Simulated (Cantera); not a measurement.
Feed: 1 mol SF6, 0.1 mol H2O, 0.47 mol H2, equilibrated at 2525 K and 0.133 bar.

Equilibrium computed with Cantera from the NASA thermochemical tables; the gas is ideal and each condensed phase is pure. The tables' values for S2F2 (SSF2), SF3, SOF2, FS2F (FSSF) are old estimates; treat these amounts as uncertain. Kinetics and transport are ignored.

```tsv
species	before	after
F	0.672	0.701
HF	0.187	0.174
S	0.0202	0.0511
SF2	0.0414	0.00622
SF	0.0393	0.0262
S2	0.0231	0.0272
SO	0.0122	0.0132
SF4	1.13e-5	1.73e-7
SF3	0.000541	2.88e-5
SOF2	0.000455	3.44e-5
S2F2 (SSF2)	0.00110	9.78e-5
H	3.66e-6	3.23e-5
FS2F (FSSF)	6.96e-5	7.99e-6
```
Gas species are given as mole fractions.

**Question.** Which change was made?
(A) H2O from 0.1 to 0.99 mol
(B) 0.02 mol O2 added
(C) temperature from 2525 K to 2748.15 K
(D) H2O from 0.1 to 0.4 mol

**Answer.** C, temperature from 2525 K to 2748.15 K. The tables' values for S2F2 (SSF2), SOF2, SF3 are old estimates; treat these amounts as uncertain
